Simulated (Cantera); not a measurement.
**Low-pressure radical oxidation in H2/O2**

An isothermal, constant-pressure homogeneous reactor starts with H₂ : O₂ = 0.07 : 1 (molar parts), at 1200 K and 0.0267 bar.

Cantera simulation using the H2/O2 subset of GRI-Mech 3.0, which has no nitrogen chemistry; the numbers are that mechanism's predictions, not measurements. Radical loss at walls, strong at low pressure, is not modelled. The temperature is held fixed by assumption; the heat of reaction is taken as removed at once.

```csv
t (s),x H₂,x O₂,x H₂O₂,x OH,x O
2.00e-6,0.0654,0.935,<1e-12,9.64e-12,9.77e-12
1.11e-5,0.0654,0.935,<1e-12,2.42e-10,2.60e-10
6.16e-5,0.0654,0.935,2.26e-12,4.25e-9,5.68e-9
0.000342,0.0654,0.935,7.36e-11,6.77e-7,1.04e-6
0.00190,0.00150,0.891,2.38e-7,0.00436,0.0359
0.0105,0.000524,0.917,2.28e-7,0.00261,0.0134
0.0585,3.83e-5,0.931,1.20e-7,0.000710,0.000967
0.325,1.80e-6,0.932,2.54e-8,0.000157,4.67e-5
1.80,1.46e-7,0.932,4.24e-9,4.55e-5,3.91e-6
10.0,1.91e-8,0.932,7.48e-10,1.65e-5,5.18e-7
```
x: mole fraction; the columns are a selection and need not sum to one.

Equilibrium at this temperature and pressure: H₂ 5.49e-9, O₂ 0.932, H₂O₂ 2.55e-10, OH 8.87e-6, O 1.49e-7 (gas phase only).
